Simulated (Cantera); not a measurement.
A closed system holds: 1 mol Si3N4, 0.015 mol H2O, 200 mol N2, equilibrated at 1475 °C and 18.0 Pa.

Cantera equilibrium calculation (NASA polynomials, part measured and part estimated; ideal gas, pure solids and liquids). Candidate condensed phases: H2O, Si, SiO2, Si2N2O, Si3N4; 35 gas species. The tables' values for SiN are old estimates; treat these amounts as uncertain. The numbers say what is thermodynamically allowed, not how fast it happens.

Base state: N2 0.991, Si 0.00810, Si2N 9.57e-5, H 9.04e-5, SiO 7.36e-5, SiN 5.61e-5, Si2 4.17e-5, H2 2.81e-5 (mole fractions); condensed: Si(l).

### Question
What changes in the equilibrium state with this change: temperature from 1475 °C to 1277 °C?

### Answer
```json
[
 {"species": "N2", "before": "0.991", "after": "1.000"},
 {"species": "Si", "before": "0.00810", "after": "0.000143"},
 {"species": "SiO", "before": "7.36e-5", "after": "7.50e-5"},
 {"species": "Si2N", "before": "9.57e-5", "after": "2.47e-6"},
 {"species": "Si3", "before": "1.02e-5", "after": "3.10e-8"},
 {"species": "Si2", "before": "4.17e-5", "after": "2.00e-7"},
 {"species": "SiN", "before": "5.61e-5", "after": "2.01e-6"},
 {"species": "H", "before": "9.04e-5", "after": "1.90e-5"},
 {"species": "Si(l), mol", "before": "1.26", "after": "0"},
 {"species": "Si3N4(s), mol", "before": "0", "after": "0.985"}
]
```

### Question
What changes in the equilibrium state with this change: temperature from 1475 °C to 1827 °C?

### Answer
```csv
species,before,after
N2,0.991,0.985
Si,0.00810,0.0145
H,9.04e-5,0.000145
Si2N,9.57e-5,9.42e-7
Si3,1.02e-5,1.48e-8
H2,2.81e-5,3.92e-7
Si2,4.17e-5,3.70e-6
SiN,5.61e-5,4.01e-5
"Si(l), mol",1.26,0
```
